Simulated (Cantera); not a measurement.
Input (Python, Cantera):

```python
import numpy as np
import cantera as ct

gas = ct.Solution("SiF4_NH3_mec.yaml", "gas")
gas.TPX = 1625, 13332, {'NH3': 0.78, 'H2': 0.44}
reactor = ct.IdealGasConstPressureReactor(gas, energy="off", clone=False)
net = ct.ReactorNet([reactor])
net.rtol, net.atol = 1e-08, 1e-18
show = ['NH3', 'H2', 'NH2', 'H', 'N2H2', 'N']
times = np.geomspace(1e-05, 3, 14)

steps = ct.SolutionArray(gas, extra=["t"])
rows = []
print(f"{'t/s':>10s}{'T/K':>9s}{'P/Pa':>11s}" + "".join(f"{s:>11s}" for s in show))
for t in times:
    while net.time < t:
        t_next = net.step()
        steps.append(gas.state, t=t_next)
    rows.append([np.interp(t, steps.t, y) for y in (steps.T, steps.P, *steps(*show).X.T)])
    print(f"{t:10.3e}{rows[-1][0]:9.1f}{rows[-1][1]:11.4g}" + "".join(f"{x:11.3e}" for x in rows[-1][2:]))
rate = np.gradient(steps.T, steps.t)
print("integrator steps:", len(steps.t))
if steps.T.max() > steps.T[0] + 200:
    print(f"time of steepest temperature rise: {steps.t[rate.argmax()]:.4e} s")
gas.TPX = 1625, 13332, {'NH3': 0.78, 'H2': 0.44}
gas.equilibrate("TP")
print(f"equilibrium (TP): T = {gas.T:.1f} K  " + "  ".join(f"{s} {gas[s].X[0]:.3e}" for s in show))
```

Result:

```
       t/s      T/K       P/Pa        NH3         H2        NH2          H       N2H2          N
 1.000e-05   1625.0  1.333e+04  6.393e-01  3.607e-01  9.018e-08  2.546e-08  1.255e-14  6.741e-19
 2.638e-05   1625.0  1.333e+04  6.393e-01  3.607e-01  2.438e-07  6.127e-08  2.369e-13  4.181e-17
 6.960e-05   1625.0  1.333e+04  6.393e-01  3.607e-01  6.492e-07  1.557e-07  3.981e-12  1.793e-15
 1.836e-04   1625.0  1.333e+04  6.393e-01  3.607e-01  1.718e-06  4.049e-07  5.637e-11  5.000e-14
 4.845e-04   1625.0  1.333e+04  6.393e-01  3.607e-01  4.537e-06  1.062e-06  6.162e-10  1.084e-12
 1.278e-03   1625.0  1.333e+04  6.393e-01  3.607e-01  1.196e-05  2.792e-06  5.350e-09  2.096e-11
 3.372e-03   1625.0  1.333e+04  6.393e-01  3.607e-01  3.129e-05  7.299e-06  4.172e-08  3.752e-10
 8.896e-03   1625.0  1.333e+04  6.392e-01  3.607e-01  7.558e-05  1.763e-05  2.773e-07  5.053e-09
 2.347e-02   1625.0  1.333e+04  6.388e-01  3.610e-01  1.122e-04  2.623e-05  6.604e-07  1.590e-08
 6.192e-02   1625.0  1.333e+04  6.375e-01  3.618e-01  1.138e-04  2.671e-05  6.810e-07  1.662e-08
 1.634e-01   1625.0  1.333e+04  6.342e-01  3.641e-01  1.134e-04  2.693e-05  6.752e-07  1.665e-08
 4.310e-01   1625.0  1.333e+04  6.256e-01  3.701e-01  1.124e-04  2.750e-05  6.602e-07  1.671e-08
 1.137e+00   1625.0  1.333e+04  6.038e-01  3.853e-01  1.098e-04  2.898e-05  6.230e-07  1.687e-08
 3.000e+00   1625.0  1.333e+04  5.515e-01  4.216e-01  1.035e-04  3.271e-05  5.385e-07  1.720e-08
integrator steps: 464
equilibrium (TP): T = 1625.0 K  NH3 1.838e-06  H2 8.048e-01  NH2 9.642e-10  H 1.745e-04  N2H2 3.454e-15  N 1.402e-12
```

Model: the gas-phase N/H chemistry of the illustrative SiF4/NH3 mechanism in the Surface Chemkin manual (1991), integrated in Cantera. Walls and surfaces, which speed up NH3 decomposition in real reactors, are not modelled.
